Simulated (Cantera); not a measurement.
**Diamond growth**

A diamond (100) surface in a fixed gas of H2 with x(CH4) = 0.024, x(H) = 0.0022, x(CH3) = 0.00075, 11.3 Torr; coverages are run to steady state.

Computed with Cantera and the Harris–Goodwin 1993 mechanism for the reconstructed diamond (100) surface.

```
T (K)  growth (µm/h)  θ c6HH   θ c6H*  θ c6*H   θ c6**    θ c6HM
-----  -------------  ------  -------  ------  -------  --------
900             2.51   0.517  0.00776   0.217  0.00298     0.205
975             3.61   0.506   0.0130   0.287  0.00594     0.140
1050            3.36   0.503   0.0205   0.368   0.0109    0.0674
1125            1.87   0.484   0.0293   0.439   0.0175    0.0183
1200            1.18   0.446   0.0376   0.482   0.0249   0.00382
1275            1.15   0.409   0.0455   0.507   0.0327  0.000796
1350           0.998   0.380   0.0531   0.523   0.0407  0.000168
```
θ: site fractions in the mechanism's names (c6HH fully hydrogenated, c6H* and c6*H radical sites, c6** diradical, c6HM methylated).
